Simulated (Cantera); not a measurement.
Input: 1 mol Si₃N₄, 0.21 mol N₂O, 74 mol N₂, 4.8 mol CO₂, held at 0.510 Torr.

Method: chemical equilibrium by Gibbs-energy minimisation in Cantera with the NASA 1993 tables (ideal gas, pure condensed phases). Candidate condensed phases: C, Si, SiC, SiO₂, Si₂N₂O, Si₃N₄; 34 gas species. Mutual solubility and eutectic melting of coexisting phases are not modelled. The tables hold silica as quartz up to 1696 K and as liquid above; real silica turns to tridymite and cristobalite and melts near 1996 K. Kinetics and transport are ignored.

Task: Which condensed phases are stable at each of these points (T (°C)): 802, 852, 902, 952, 1002, 1052, 1102, 1152, 1202, 1252, 1302?

Result: 
```csv
T (°C),condensed phases,Si condensed (%)
802,SiO₂(β-quartz) + Si₂N₂O(s),100.0
852,SiO₂(β-quartz) + Si₂N₂O(s),100.0
902,SiO₂(β-quartz) + Si₂N₂O(s),100.0
952,SiO₂(β-quartz) + Si₂N₂O(s),100.0
1002,SiO₂(β-quartz) + Si₂N₂O(s),99.9
1052,SiO₂(β-quartz) + Si₂N₂O(s),99.5
1102,SiO₂(β-quartz) + Si₂N₂O(s),97.4
1152,SiO₂(β-quartz) + Si₂N₂O(s),87.6
1202,SiO₂(β-quartz),67.0
1252,SiO₂(β-quartz),67.0
1302,SiO₂(β-quartz),66.9
```

From 802 °C to 1152 °C the condensed part is SiO₂(β-quartz) + Si₂N₂O(s). From 1202 °C to 1302 °C the condensed part is SiO₂(β-quartz).
